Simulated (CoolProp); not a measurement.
Properties of propylene along the isotherm -64.05 °C (Tc = 91.1 °C, pc = 4.555 MPa, ω = 0.146).

Values from CoolProp's reference Helmholtz-energy equation of state, Lemmon 2013.

```csv
p (MPa),phase,Z,cv (kJ/(kg K)),speed of sound (m/s),Joule-Thomson coefficient (K/MPa),fugacity coefficient
1.63,liquid,0.06247,1.347,1304,[?],0.02868
3.25,liquid,0.1243,1.349,1315,-0.4576,0.01531
4.88,liquid,0.1862,1.351,1326,-0.4619,0.01085
6.51,liquid,0.2478,1.353,1337,-0.4660,0.008654
8.13,liquid,0.3088,1.355,1348,-0.4698,0.007369
9.76,liquid,[?],1.357,1358,-0.4735,0.006530
11.4,liquid,0.4311,1.358,1368,-0.4770,0.005949
13,liquid,0.4906,1.360,1378,-0.4803,0.005542
14.6,liquid,0.5499,1.362,1388,-0.4834,0.005241
16.3,liquid,0.6126,1.364,1398,-0.4865,0.005005
17.9,liquid,0.6714,1.365,1407,-0.4893,0.004840
19.5,liquid,0.7301,1.367,1416,-0.4920,0.004717
21.1,liquid,0.7885,1.368,1425,-0.4946,0.004628
22.8,liquid,[?],1.370,1435,-0.4972,0.004564
```

What belongs in the gaps?


- 1.63, Joule-Thomson coefficient (K/MPa): -0.4530
- 9.76, Z: 0.3699
- 22.8, Z: 0.8504
